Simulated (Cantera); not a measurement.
## Premixed flame

A freely propagating, adiabatic, planar premixed flame of CH₃OH : O₂ : N₂ = 0.79 : 1.85 : 5.74 (molar parts), equivalence ratio 0.64, unburnt at 698 K and 1.00 atm; mixture-averaged transport, grid criteria slope 0.08 and curve 0.16, no radiation.

Model: GRI-Mech 3.0 (53 species, 325 reactions), integrated in Cantera. GRI-Mech 3.0 was tuned for natural gas; its chemistry of methanol as a main component is partial and can be far from experiment. Burning velocities carry a grid error of a few per cent, more on coarse grids.

| z (mm) | T (K) | u (m/s) | x CH₃OH | x O₂ | x H₂O | x C₂H₄ | x H₂O₂ | x N₂O |
|---|---|---|---|---|---|---|---|---|
| -0.934 | 699 | 1.19 | 0.0941 | 0.220 | 0.000223 | <1e-8 | 1.06e-6 | <1e-8 |
| -0.623 | 702 | 1.20 | 0.0938 | 0.220 | 0.00148 | <1e-8 | 9.57e-6 | <1e-8 |
| -0.467 | 715 | 1.22 | 0.0930 | 0.218 | 0.00472 | <1e-8 | 3.79e-5 | <1e-8 |
| -0.311 | 780 | 1.34 | 0.0888 | 0.211 | 0.0173 | <1e-8 | 0.000183 | <1e-8 |
| -0.156 | 1063 | 1.87 | 0.0662 | 0.184 | 0.0603 | 3.55e-8 | 0.000799 | 3.22e-8 |
| -0.0779 | 1376 | 2.48 | 0.0359 | 0.153 | 0.101 | 8.00e-8 | 0.00101 | 7.58e-8 |
| 0 | 1721 | 3.16 | 0.00473 | 0.119 | 0.145 | 1.17e-7 | 8.01e-5 | 1.47e-7 |
| 0.0779 | 1840 | 3.38 | 3.86e-5 | 0.0988 | 0.160 | 1.31e-8 | 7.62e-7 | 2.10e-7 |
| 0.156 | 1887 | 3.45 | 8.51e-8 | 0.0895 | 0.162 | <1e-8 | 4.96e-7 | 2.55e-7 |
| 0.311 | 1958 | 3.56 | <1e-8 | 0.0829 | 0.163 | <1e-8 | 4.07e-7 | 2.95e-7 |
| 0.623 | 2045 | 3.69 | <1e-8 | 0.0789 | 0.166 | <1e-8 | 2.95e-7 | 3.31e-7 |
| 1.25 | 2127 | 3.82 | <1e-8 | 0.0768 | 0.171 | <1e-8 | 2.09e-7 | 3.83e-7 |
| 2.49 | 2186 | 3.91 | <1e-8 | 0.0756 | 0.175 | <1e-8 | 1.71e-7 | 4.01e-7 |
x: mole fraction of selected species; z is measured from the peak of heat release.

```yaml
laminar_burning_velocity: 119 cm/s
thermal_thickness: 0.311 mm
peak x(C₂H₄): 1.22e-7
peak x(H₂O₂): 0.00105
grid_points: 133
```
